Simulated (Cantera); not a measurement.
A Cantera script and what it prints.

```python
import numpy as np
import cantera as ct

gas_names = [...]  # 77 gases of nasa_gas.yaml made of C, H, Ti
cond_names = """
    C(gr) C6H6(L) C7H8(L) C8H18(L),n-octa Ti(a) Ti(b) Ti(L) TiC(s) TiC(L)
""".split()


# ... load() reads the species with a 1 bar reference pressure and builds the phases ...
atoms = {
    'Ti': {'Ti': 1},
    'C3H8': {'C': 3, 'H': 8},
    'H2': {'H': 2},
}
top_T = {'C(gr)': 4500}  # K; cautious upper limits of use, not melting points


# ... equilibrate(T, P, feed) seeds the gas with the atoms and calls Mixture.equilibrate('TP', solver="vcs", rtol=1e-11, max_steps=5000) ...
results = []
feed = {'Ti': 1, 'C3H8': 0.18, 'H2': 260}  # mol
P = 47  # Pa
for T in [1098, 1148, 1198, 1248, 1298, 1348, 1398, 1448, 1498, 1548, 1598]:
    mix = equilibrate(T, P, feed)
    results.append((T, P, feed, dict(zip(mix.species_names, mix.species_moles))))
    x = sorted(zip(gas.X, gas.species_names), reverse=True)
    print(f"T = {T:g} K  P = {P:g} Pa  gas = {mix.phase_moles(0):.4g} mol")
    print("   x: " + "  ".join(f"{s} {v:.3e}" for v, s in x if v > 0.0001))
    print("   condensed (mol): " + ("  ".join(f"{mix.phase(i).name} {mix.phase_moles(i):.4g}"
          for i in range(1, mix.n_phases) if mix.phase_moles(i) > 1e-12) or "none"))
```

Output:

```
T = 1098 K  P = 47 Pa  gas = 260.7 mol
   x: H2 1.000e+00
   condensed (mol): Ti(a) 0.46  TiC(s) 0.54
T = 1148 K  P = 47 Pa  gas = 260.7 mol
   x: H2 1.000e+00
   condensed (mol): Ti(a) 0.46  TiC(s) 0.54
T = 1198 K  P = 47 Pa  gas = 260.7 mol
   x: H2 1.000e+00
   condensed (mol): Ti(b) 0.46  TiC(s) 0.54
T = 1248 K  P = 47 Pa  gas = 260.7 mol
   x: H2 1.000e+00
   condensed (mol): Ti(b) 0.46  TiC(s) 0.54
T = 1298 K  P = 47 Pa  gas = 260.7 mol
   x: H2 1.000e+00
   condensed (mol): Ti(b) 0.46  TiC(s) 0.54
T = 1348 K  P = 47 Pa  gas = 260.7 mol
   x: H2 9.999e-01  H 1.067e-04
   condensed (mol): Ti(b) 0.46  TiC(s) 0.54
T = 1398 K  P = 47 Pa  gas = 260.7 mol
   x: H2 9.998e-01  H 2.182e-04
   condensed (mol): Ti(b) 0.46  TiC(s) 0.54
T = 1448 K  P = 47 Pa  gas = 260.8 mol
   x: H2 9.996e-01  H 4.251e-04
   condensed (mol): Ti(b) 0.4598  TiC(s) 0.54
T = 1498 K  P = 47 Pa  gas = 260.8 mol
   x: H2 9.992e-01  H 7.923e-04
   condensed (mol): Ti(b) 0.4594  TiC(s) 0.54
T = 1548 K  P = 47 Pa  gas = 260.9 mol
   x: H2 9.986e-01  H 1.419e-03
   condensed (mol): Ti(b) 0.4581  TiC(s) 0.54
T = 1598 K  P = 47 Pa  gas = 261 mol
   x: H2 9.975e-01  H 2.452e-03
   condensed (mol): Ti(b) 0.4543  TiC(s) 0.54
```

These are equilibrium values from Cantera (NASA tables, ideal gas, pure condensed phases), not measurements of a reactor. Mutual solubility and eutectic melting of coexisting phases are not modelled. TiC: taken at fixed stoichiometry. Condensed phases not in the tables: N, O or C dissolved in the metal.
